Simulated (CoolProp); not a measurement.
Values from CoolProp's reference Helmholtz-energy equation of state, Smukala 2000.

Task: Give the vapour pressure (MPa), liquid cp (kJ/(kg K)), surface tension (mN/m) of saturated ethylene at 211.1, 223.6, 239.3 K.

Result: 
| T (K) | p (MPa) | liquid cp (kJ/(kg K)) | surface tension (mN/m) |
|---|---|---|---|
| 211.1 | 0.700 | 2.61 | 9.52 |
| 223.6 | 1.08 | 2.74 | 7.60 |
| 239.3 | 1.74 | 3.03 | 5.28 |

Surface tension comes from a separate correlation (Mulero 2012).
